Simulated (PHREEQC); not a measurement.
Make-up at 25 °C: 0.51 mmol/kgw H2S, 2 mmol/kgw HCl and 0.48 mmol/kgw FeCl2. It is in equilibrium with CO2 at log p = 0 (atm). Otherwise closed; pH follows from the charge balance.

Computed with PHREEQC (ion-association model, wateq4f.dat).

Each row changes one thing in this solution. No solid was allowed to form.

```csv
case,pH,HCO3- (mol/kgw),FeCl+ (mol/kgw),FeHCO3+ (mol/kgw),HS- (mol/kgw),Fe(HS)2 (mol/kgw),SI of Siderite (FeCO3)
as made,2.72,8.50e-6,1.52e-6,3.18e-7,3.29e-8,3.16e-10,-5.24
H2S replaced by NH4HS at the same molality,2.85,1.14e-5,1.52e-6,4.25e-7,4.40e-8,5.65e-10,-4.99
temperature from 25 to 60 °C,2.73,4.78e-6,1.50e-6,1.76e-7,6.94e-8,1.37e-9,-5.12
diluted 5-fold with water,3.37,…,6.93e-8,…,2.83e-8,5.71e-11,-4.59
HCl from 0.002 to 0.0022 mol/kgw,2.68,7.76e-6,…,2.88e-7,3.00e-8,…,-5.33
```

Question: Fill in the missing entries.

Answer: 
- diluted 5-fold with water, HCO3- (mol/kgw): 3.67e-5
- diluted 5-fold with water, FeHCO3+ (mol/kgw): 3.12e-7
- HCl from 0.002 to 0.0022 mol/kgw, FeCl+ (mol/kgw): 1.61e-6
- HCl from 0.002 to 0.0022 mol/kgw, Fe(HS)2 (mol/kgw): 2.60e-10

Constants without temperature data keep their 25 °C values here. The polysulfide entries of wateq4f.dat were taken out for this run.
